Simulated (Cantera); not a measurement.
Input (Python, Cantera):

```python
import numpy as np
import cantera as ct

gas = ct.Solution("gri30.yaml")
gas.TPX = 975, 13332, {'CO': 0.017, 'O2': 0.0086, 'H2O': 0.00065, 'N2': 1}
reactor = ct.IdealGasConstPressureReactor(gas, energy="off", clone=False)
net = ct.ReactorNet([reactor])
net.rtol, net.atol = 1e-08, 1e-18
show = ['CO', 'O2', 'H2O', 'NO2', 'H2O2', 'O']
times = np.geomspace(0.0004, 30, 15)

steps = ct.SolutionArray(gas, extra=["t"])
rows = []
print(f"{'t/s':>10s}{'T/K':>9s}{'P/Pa':>11s}" + "".join(f"{s:>11s}" for s in show))
for t in times:
    while net.time < t:
        t_next = net.step()
        steps.append(gas.state, t=t_next)
    rows.append([np.interp(t, steps.t, y) for y in (steps.T, steps.P, *steps(*show).X.T)])
    print(f"{t:10.3e}{rows[-1][0]:9.1f}{rows[-1][1]:11.4g}" + "".join(f"{x:11.3e}" for x in rows[-1][2:]))
rate = np.gradient(steps.T, steps.t)
print("integrator steps:", len(steps.t))
if steps.T.max() > steps.T[0] + 200:
    print(f"time of steepest temperature rise: {steps.t[rate.argmax()]:.4e} s")
gas.TPX = 975, 13332, {'CO': 0.017, 'O2': 0.0086, 'H2O': 0.00065, 'N2': 1}
gas.equilibrate("TP")
print(f"equilibrium (TP): T = {gas.T:.1f} K  " + "  ".join(f"{s} {gas[s].X[0]:.3e}" for s in show))
```

It prints:

```
       t/s      T/K       P/Pa         CO         O2        H2O        NO2       H2O2          O
 4.000e-04    975.0  1.333e+04  1.657e-02  8.380e-03  6.334e-04  2.148e-34  6.825e-24  4.400e-12
 8.918e-04    975.0  1.333e+04  1.657e-02  8.380e-03  6.334e-04  2.987e-33  5.058e-23  9.792e-12
 1.988e-03    975.0  1.333e+04  1.657e-02  8.380e-03  6.334e-04  4.617e-32  7.723e-22  2.176e-11
 4.433e-03    975.0  1.333e+04  1.657e-02  8.380e-03  6.334e-04  8.359e-31  1.703e-20  4.827e-11
 9.884e-03    975.0  1.333e+04  1.657e-02  8.380e-03  6.334e-04  2.443e-29  3.801e-19  1.077e-10
 2.204e-02    975.0  1.333e+04  1.657e-02  8.380e-03  6.334e-04  1.352e-27  7.544e-18  2.499e-10
 4.913e-02    975.0  1.333e+04  1.657e-02  8.380e-03  6.334e-04  1.091e-25  1.473e-16  6.724e-10
 1.095e-01    975.0  1.333e+04  1.657e-02  8.380e-03  6.334e-04  1.531e-23  5.610e-15  3.005e-09
 2.442e-01    975.0  1.333e+04  1.657e-02  8.380e-03  6.334e-04  5.926e-20  3.058e-12  6.279e-08
 5.445e-01    975.0  1.333e+04  1.615e-02  8.106e-03  6.187e-04  8.226e-13  5.771e-10  1.486e-04
 1.214e+00    975.0  1.333e+04  3.988e-03  2.070e-03  5.433e-04  4.878e-11  1.129e-09  1.315e-04
 2.707e+00    975.0  1.333e+04  7.074e-04  4.605e-04  5.994e-04  3.402e-11  1.050e-09  1.832e-05
 6.035e+00    975.0  1.333e+04  2.004e-04  2.022e-04  6.255e-04  4.446e-11  9.480e-10  3.599e-06
 1.346e+01    975.0  1.333e+04  7.062e-05  1.347e-04  6.340e-04  9.242e-11  7.055e-10  9.715e-07
 3.000e+01    975.0  1.333e+04  2.414e-05  1.105e-04  6.371e-04  2.602e-10  3.647e-10  2.836e-07
integrator steps: 1487
equilibrium (TP): T = 975.0 K  CO 1.185e-10  O2 9.797e-05  H2O 6.387e-04  NO2 2.894e-10  H2O2 4.682e-15  O 1.968e-12
```

Detailed kinetics in Cantera: GRI-Mech 3.0 (53 species, 325 reactions).
